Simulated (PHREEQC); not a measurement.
Consider water at 25 °C with 0.01 mol CuSO4, 0.0077 mol H2SO4 and 0.0196 mol H3BO3 per kg of water. Closed to the air; pH follows from the charge balance.

Model: ion-association model, wateq4f.dat, run in PHREEQC.

This is a speciation only: nothing precipitates in the calculation.

Task: Order these S species by the share of S that they hold, largest first: CuSO4, HSO4-, SO4-2.

Result: SO4-2 (54 %), HSO4- (28 %), CuSO4 (18 %)

The pH is 2.04 and the ionic strength 0.0403 mol/kgw.
